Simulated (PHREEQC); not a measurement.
## Acid mine or pickling water: an equilibrium model

Model water analysis in mg/L, 65 °C, pH 2.2, pe 10.8: Na 66.5; K 0.156; Ca 87.7; Mg 8.2; Cl 82.6; S(6) as SO4 870; Mn(2) 0.457.

Valence states are taken as typed.

The numbers come from PHREEQC with the ion-association model, wateq4f.dat.

```json
{
  "ionic_strength": "0.0199 mol/kgw",
  "total_alkalinity": "-11.5 meq/kg",
  "charge_balance_error": "-3.6 %"
}
```

| species | molality | activity | log γ |
|---|---|---|---|
| H+ | 0.00715 | 0.00631 | -0.055 |
| HSO4- | 0.00428 | 0.00369 | -0.064 |
| SO4-2 | 0.00400 | 0.00223 | -0.253 |
| Na+ | 0.00286 | 0.00247 | -0.064 |
| Cl- | 0.00233 | 0.00200 | -0.067 |
| Ca+2 | 0.00159 | 0.000897 | -0.249 |
| CaSO4 | 0.000553 | 0.000556 | 0.002 |
| Mg+2 | 0.000194 | 0.000111 | -0.243 |
| MgSO4 | 0.000143 | 0.000144 | 0.002 |
| CaHSO4+ | 4.63e-5 | 3.98e-5 | -0.065 |
| NaSO4- | 3.98e-5 | 3.45e-5 | -0.062 |
| Mn+2 | 5.75e-6 | 3.29e-6 | -0.243 |
| K+ | 3.88e-6 | 3.33e-6 | -0.067 |

This is a speciation only: nothing precipitates in the calculation. Constants without temperature data keep their 25 °C values here.
